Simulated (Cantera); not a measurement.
A freely propagating, adiabatic, planar premixed flame of 8.11 % CH4, 19.3 % O2, 72.6 % N2, unburnt at 550 K and 1.00 atm; unity-Lewis-number transport, grid criteria slope 0.08 and curve 0.16, no radiation.

Computed with Cantera and GRI-Mech 3.0 (53 species, 325 reactions). Unity Lewis numbers drop preferential diffusion, which matters most where H2 and H carry the flame. Burning velocities carry a grid error of a few per cent, more on coarse grids.

x: mole fraction of selected species; z is measured from the peak of heat release.

```json
[
 {"z (mm)": "-1.17", "T (K)": "550", "u (m/s)": "0.768", "x CH4": "0.0811", "x O2": "0.193", "x CH2CO": "2.49e-8", "x NO": "<1e-8", "x OH": "<1e-8", "x H2": "5.93e-6"},
 {"z (mm)": "-0.779", "T (K)": "554", "u (m/s)": "0.774", "x CH4": "0.0808", "x O2": "0.193", "x CH2CO": "2.39e-7", "x NO": "2.11e-8", "x OH": "<1e-8", "x H2": "5.69e-5"},
 {"z (mm)": "-0.584", "T (K)": "566", "u (m/s)": "0.791", "x CH4": "0.0801", "x O2": "0.191", "x CH2CO": "9.44e-7", "x NO": "8.46e-8", "x OH": "<1e-8", "x H2": "0.000225"},
 {"z (mm)": "-0.390", "T (K)": "636", "u (m/s)": "0.890", "x CH4": "0.0758", "x O2": "0.185", "x CH2CO": "5.00e-6", "x NO": "4.73e-7", "x OH": "1.84e-7", "x H2": "0.00119"},
 {"z (mm)": "-0.195", "T (K)": "979", "u (m/s)": "1.38", "x CH4": "0.0536", "x O2": "0.151", "x CH2CO": "2.63e-5", "x NO": "2.83e-6", "x OH": "8.25e-6", "x H2": "0.00621"},
 {"z (mm)": "-0.0974", "T (K)": "1339", "u (m/s)": "1.90", "x CH4": "0.0289", "x O2": "0.112", "x CH2CO": "5.06e-5", "x NO": "5.75e-6", "x OH": "0.000207", "x H2": "0.0117"},
 {"z (mm)": "0", "T (K)": "1711", "u (m/s)": "2.46", "x CH4": "0.00526", "x O2": "0.0682", "x CH2CO": "4.45e-5", "x NO": "9.96e-6", "x OH": "0.00323", "x H2": "0.0141"},
 {"z (mm)": "0.0974", "T (K)": "1850", "u (m/s)": "2.66", "x CH4": "0.000196", "x O2": "0.0483", "x CH2CO": "5.34e-6", "x NO": "1.44e-5", "x OH": "0.00796", "x H2": "0.00958"},
 {"z (mm)": "0.195", "T (K)": "1902", "u (m/s)": "2.73", "x CH4": "(withheld)", "x O2": "(withheld)", "x CH2CO": "(withheld)", "x NO": "(withheld)", "x OH": "0.00919", "x H2": "(withheld)"},
 {"z (mm)": "0.390", "T (K)": "1972", "u (m/s)": "2.81", "x CH4": "<1e-8", "x O2": "0.0398", "x CH2CO": "<1e-8", "x NO": "2.20e-5", "x OH": "0.00940", "x H2": "0.00774"},
 {"z (mm)": "0.779", "T (K)": "2052", "u (m/s)": "2.91", "x CH4": "<1e-8", "x O2": "0.0370", "x CH2CO": "<1e-8", "x NO": "2.92e-5", "x OH": "0.00866", "x H2": "0.00587"},
 {"z (mm)": "1.56", "T (K)": "2124", "u (m/s)": "3.00", "x CH4": "<1e-8", "x O2": "0.0346", "x CH2CO": "<1e-8", "x NO": "(withheld)", "x OH": "(withheld)", "x H2": "(withheld)"},
 {"z (mm)": "3.12", "T (K)": "2177", "u (m/s)": "3.06", "x CH4": "<1e-8", "x O2": "0.0328", "x CH2CO": "<1e-8", "x NO": "5.70e-5", "x OH": "0.00574", "x H2": "0.00226"}
]
```

Problem. Some entries are withheld; supply them.

Solution. 
- 0.195, x CH4: 4.99e-6
- 0.195, x O2: 0.0433
- 0.195, x CH2CO: 2.62e-7
- 0.195, x NO: 1.75e-5
- 0.195, x H2: 0.00852
- 1.56, x NO: 4.03e-5
- 1.56, x OH: 0.00724
- 1.56, x H2: 0.00378
